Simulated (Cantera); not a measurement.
Mixture: C3H8 : O2 : N2 : H2O = 1 : 3.85 : 16.2 : 1.6 (molar parts), equivalence ratio 1.3, at 4950 Torr, adiabatic and at constant pressure. Ignition delay is the time to a rise of 400 K.

Cantera simulation using GRI-Mech 3.0 (53 species, 325 reactions); the numbers are that mechanism's predictions, not measurements. GRI-Mech 3.0 was tuned for natural gas; its chemistry of propane as a main component is partial and can be far from experiment.

### Question
Predict: delay at 1323 K; delay at 1423 K; delay at 1523 K; delay at 1623 K; delay at 1723 K; apparent activation energy between 1623 and 1723 K.

### Answer
```json
{
 "delay at 1323 K": "0.308 ms",
 "delay at 1423 K": "74.9 µs",
 "delay at 1523 K": "24.1 µs",
 "delay at 1623 K": "9.96 µs",
 "delay at 1723 K": "5.02 µs",
 "apparent activation energy between 1623 and 1723 K": "160 kJ/mol"
}
```
